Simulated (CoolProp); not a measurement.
Properties of R1224YDZ along the isotherm 460.6 K (Tc = 428.7 K, pc = 3.334 MPa, ω = 0.325).

The numbers come from the reference Helmholtz-energy equation of state, Akasaka 2023 in CoolProp.

```
p (MPa)          phase  Joule-Thomson coefficient (K/MPa)  isothermal compressibility (1/MPa)  expansivity (1/kK)  fugacity coefficient
-------  -------------  ---------------------------------  ----------------------------------  ------------------  --------------------
0.625              gas                              7.781                                 [?]               2.613                0.9501
1.25               gas                              8.339                                 [?]               3.211                0.9013
1.88               gas                              8.988                                 [?]               4.061                   [?]
2.5                gas                              9.704                              0.5387               5.300                0.8067
3.13               gas                              10.48                              0.4880               7.294                0.7603
3.75     supercritical                                [?]                                 [?]                 [?]                0.7152
4.38     supercritical                              11.75                              0.5342               18.00                0.6699
5        supercritical                              10.82                              0.6141               31.94                0.6251
```

Q: Complete the blanks.

A: 
- 0.625, isothermal compressibility (1/MPa): 1.690
- 1.25, isothermal compressibility (1/MPa): 0.9023
- 1.88, isothermal compressibility (1/MPa): 0.6499
- 1.88, fugacity coefficient: 0.8532
- 3.75, Joule-Thomson coefficient (K/MPa): 11.21
- 3.75, isothermal compressibility (1/MPa): 0.4815
- 3.75, expansivity (1/kK): 10.72
